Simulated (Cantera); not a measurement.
Charge: 1 mol SiH4, a varied amount of NH3, 70 mol H2, at 1198 K and 0.0560 bar.

Cantera equilibrium calculation (NASA polynomials, part measured and part estimated; ideal gas, pure solids and liquids). Candidate condensed phases: Si, Si3N4; 18 gas species. Mutual solubility and eutectic melting of coexisting phases are not modelled. Kinetics and transport are ignored.

log p: log10 of the partial pressure in bar; n: condensed amount in mol.

```csv
n(NH3) (mol),log p H2,log p N2,log p NH3,log p H,log p SiH4,n Si(s),n Si3N4(s)
0.13,-1.25,-7.57,-9.38,-7.35,-8.69,0.903,0.0325
0.22,-1.25,-7.57,-9.38,-7.35,-8.69,…,…
0.4,-1.25,-7.57,-9.38,-7.35,-8.69,0.700,0.1000
0.72,-1.25,-7.57,-9.38,-7.35,-8.69,0.460,0.180
1.3,-1.25,-7.57,-9.38,-7.35,-8.69,0.0250,0.325
2.3,-1.25,…,…,-7.35,…,0,0.333
4.2,-1.26,-3.00,-7.10,-7.35,-11.76,0,0.333
```

Task: Complete the blanks.

Result: 
- 0.22, n Si(s): 0.835
- 0.22, n Si3N4(s): 0.0550
- 2.3, log p N2: -3.45
- 2.3, log p NH3: -7.32
- 2.3, log p SiH4: -11.45
